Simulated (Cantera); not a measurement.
Stirred combustor or abatement burner

A perfectly stirred reactor is fed with C3H8 : O2 : N2 = 0.64 : 4.55 : 20 (molar parts), equivalence ratio 0.70, at 1600000 Pa; it is adiabatic with a 550 K inlet, and is followed from long to short residence time, starting on the burning branch (τ in s: 0.028, 0.015, 0.0075, 0.0039, 0.002, 0.001, 0.00054, 0.00028, 0.00014, 7.4e-05, 3.8e-05, 2e-05, 1e-05).

Cantera simulation using GRI-Mech 3.0 (53 species, 325 reactions); the numbers are that mechanism's predictions, not measurements. GRI-Mech 3.0 was tuned for natural gas; its chemistry of propane as a main component is partial and can be far from experiment. The pressure lies above the range GRI-Mech 3.0 was tuned for (to about 10 atm).

| τ (s) | T (K) | x C3H8 | x O2 | x CO2 | x NO | x N2O |
|---|---|---|---|---|---|---|
| 0.028 | 1938 | 3.55e-7 | 0.0522 | 0.0741 | 6.43e-5 | 9.43e-7 |
| 0.015 | 1937 | 6.30e-7 | 0.0522 | 0.0740 | 4.47e-5 | 1.10e-6 |
| 0.0075 | 1935 | 1.16e-6 | 0.0523 | 0.0738 | 3.27e-5 | 1.38e-6 |
| 0.0039 | 1932 | 2.03e-6 | 0.0524 | 0.0736 | 2.64e-5 | 1.75e-6 |
| 0.0020 | 1928 | 3.52e-6 | 0.0526 | 0.0731 | 2.26e-5 | 2.22e-6 |
| 0.0010 | 1921 | 6.13e-6 | 0.0530 | 0.0724 | 1.98e-5 | 2.73e-6 |
| 0.00054 | 1912 | 9.98e-6 | 0.0535 | 0.0713 | 1.75e-5 | 3.09e-6 |
| 0.00028 | 1896 | 1.69e-5 | 0.0544 | 0.0696 | 1.46e-5 | 3.24e-6 |
| 0.00014 | 1870 | 3.03e-5 | 0.0560 | 0.0665 | 1.11e-5 | 3.08e-6 |
| 7.4e-5 | 1826 | 5.75e-5 | 0.0590 | 0.0612 | 7.20e-6 | 2.61e-6 |
| 3.8e-5 | 550 | 0.0254 | 0.181 | <1e-12 | <1e-12 | <1e-12 |
| 2.0e-5 | 550 | 0.0254 | 0.181 | <1e-12 | <1e-12 | <1e-12 |
| 1.0e-5 | 550 | 0.0254 | 0.181 | <1e-12 | <1e-12 | <1e-12 |
x: mole fraction; the columns are a selection and need not sum to one.
